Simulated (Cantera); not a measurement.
## Equilibrium for silicon oxide and oxynitride deposition: HMDSO + N₂O

Feed: 1 mol HMDSO, a varied amount of N₂O, at 1302 °C and 17.0 mbar.

These are equilibrium values from Cantera (NASA tables, ideal gas, pure condensed phases), not measurements of a reactor. Candidate condensed phases: C, C₆H₆, C₇H₈, C₈H₁₈, H₂O, Si, SiC, SiO₂, Si₂N₂O, Si₃N₄; 151 gas species. The feed counts by its element totals alone. Mutual solubility and eutectic melting of coexisting phases are not modelled. The tables hold silica as quartz up to 1696 K and as liquid above; real silica turns to tridymite and cristobalite and melts near 1996 K. Kinetics and transport are ignored.

From 0.63 mol N₂O to 2.1 mol N₂O the condensed part is C(graphite) + SiC(s). From 3.1 mol N₂O to 4.6 mol N₂O the condensed part is SiC(s) + Si₂N₂O(s). At 6.8 mol N₂O the condensed part is SiO₂(β-quartz) + Si₂N₂O(s). From 10 mol N₂O to 33 mol N₂O the condensed part is SiO₂(β-quartz).

| n(N₂O) (mol) | log p H₂ | log p N₂ | log p CO | log p H₂O | log p CO₂ | log p O₂ | log p SiO | log p NO | n C(graphite) | n SiC(s) | n Si₂N₂O(s) | n SiO₂(β-quartz) |
|---|---|---|---|---|---|---|---|---|---|---|---|---|
| 0.63 | -1.87 | -3.02 | -2.61 | -7.47 | -8.67 | <-13 | -5.19 | <-13 | 2.37 | 2.00 | 0 | 0 |
| 0.94 | -1.89 | -2.87 | -2.56 | -7.44 | -8.57 | <-13 | -5.14 | <-13 | 2.06 | 1.99 | 0 | 0 |
| 1.4 | -1.92 | -2.73 | -2.50 | -7.41 | -8.45 | <-13 | -5.08 | <-13 | 1.61 | 1.99 | 0 | 0 |
| 2.1 | -1.97 | -2.60 | -2.43 | -7.39 | -8.31 | <-13 | -5.01 | <-13 | 0.908 | 1.99 | 0 | 0 |
| 3.1 | -2.02 | -2.49 | -2.37 | -7.24 | -8.05 | <-13 | -4.66 | <-13 | 0 | 1.94 | 0.0218 | 0 |
| 4.6 | -2.07 | -2.42 | -2.32 | -7.28 | -8.00 | <-13 | -4.69 | <-13 | 0 | 0.935 | 0.522 | 0 |
| 6.8 | -2.14 | -2.31 | -2.32 | -5.96 | -6.60 | <-13 | -4.05 | -12.65 | 0 | 0 | 0.697 | 0.496 |
| 10 | -2.25 | -2.17 | -2.40 | -3.26 | -3.87 | -12.63 | -6.86 | -9.77 | 0 | 0 | 0 | 2.00 |
| 15 | -2.59 | -2.07 | -2.60 | -2.60 | -3.06 | -10.63 | -7.87 | -8.72 | 0 | 0 | 0 | 2.00 |
| 22 | -3.46 | -2.00 | -3.24 | -2.42 | -2.66 | -8.53 | -8.91 | -7.63 | 0 | 0 | 0 | 2.00 |
| 33 | -6.42 | -1.97 | -6.14 | -2.54 | -2.71 | -2.84 | -11.76 | -4.78 | 0 | 0 | 0 | 2.00 |
log p: log10 of the partial pressure in bar; n: condensed amount in mol.
